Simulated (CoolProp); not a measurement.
Computed with CoolProp (reference Helmholtz-energy equation of state, Gao 2016).

### Question
For sulfur dioxide, give the phase and the speed of sound (m/s), isothermal compressibility (1/MPa) at 162.65 °C and 8.86 bar.

### Answer
- 162.65 °C and 8.86 bar: gas; speed of sound 258, isothermal compressibility 1.17
